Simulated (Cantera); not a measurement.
An adiabatic, constant-volume homogeneous reactor starts with CH4 : O2 : N2 = 1 : 2.47 : 9.28 (molar parts), equivalence ratio 0.81, at 1425 K and 1.01 bar. Integrator tolerance rtol = 1e-08.

Computed with Cantera and GRI-Mech 3.0 (53 species, 325 reactions).

| quantity | before | after |
|---|---|---|
| time of steepest temperature rise | 2.24 ms | 0.120 s |
| temperature at 0.700 s | 2806 K | 2709 K |
| equilibrium temperature | 2806 K | 2709 K |
| x(CH4) at 0.700 s | <1e-12 (gas-phase equilibrium <1e-12) | <1e-12 (gas-phase equilibrium <1e-12) |
| x(O2) at 0.700 s | 0.0390 (gas-phase equilibrium 0.0390) | 0.0372 (gas-phase equilibrium 0.0372) |
| x(CH3) at 0.700 s | <1e-12 (gas-phase equilibrium <1e-12) | <1e-12 (gas-phase equilibrium <1e-12) |
| x(N2O) at 0.700 s | 1.14e-6 (gas-phase equilibrium 1.14e-6) | 1.08e-6 (gas-phase equilibrium 1.08e-6) |
| x(CH2CO) at 0.700 s | <1e-12 (gas-phase equilibrium <1e-12) | <1e-12 (gas-phase equilibrium <1e-12) |
| x(H) at 0.700 s | 0.00589 (gas-phase equilibrium 0.00589) | 0.00311 (gas-phase equilibrium 0.00311) |

Q: Which change was made?
A) initial temperature 1425 to 1575 K
B) initial temperature 1425 to 1125 K
C) constant pressure in place of constant volume
D) pressure from 1.01 bar to 5.00 bar

A: B, initial temperature 1425 to 1125 K
